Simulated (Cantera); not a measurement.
Feed: 1 mol Fe2O3, 93 mol HCl, 0.077 mol O2, equilibrated at 1.00 bar.

Equilibrium computed with Cantera from the NASA thermochemical tables; the gas is ideal and each condensed phase is pure. Candidate condensed phases: Fe, FeCl2, FeCl3, FeO, Fe(OH)2, Fe(OH)3, Fe2O3, Fe3O4, H2O; 22 gas species. Equilibrium is a limit: real reactors are often held back by kinetics, nucleation or transport.

x: gas mole fraction; nothing condenses.

```
T (K)  x HCl   x H2O  x FeCl3  x FeCl2  x Fe2Cl6    x Cl2
-----  -----  ------  -------  -------  --------  -------
725    0.951  0.0346  0.00294  1.63e-6   0.00950  0.00169
825    0.948  0.0345  0.00963  4.93e-5   0.00610  0.00171
925    0.944  0.0343        ?        ?         ?        ?
1025   0.942  0.0343   0.0189  0.00183  0.000471  0.00260
1125   0.940  0.0342   0.0171  0.00432   9.47e-5  0.00380
1225   0.938  0.0341   0.0138  0.00772   1.93e-5  0.00533
1325   0.936  0.0340   0.0101   0.0114   3.92e-6  0.00672
1425   0.934  0.0339        ?        ?         ?  0.00744
1525   0.932  0.0337  0.00426   0.0172   1.49e-7  0.00717
```

Problem. Fill in the missing entries.

Solution. 
- 925, x FeCl3: 0.0170
- 925, x FeCl2: 0.000470
- 925, x Fe2Cl6: 0.00215
- 925, x Cl2: 0.00192
- 1425, x FeCl3: 0.00682
- 1425, x FeCl2: 0.0147
- 1425, x Fe2Cl6: 7.75e-7
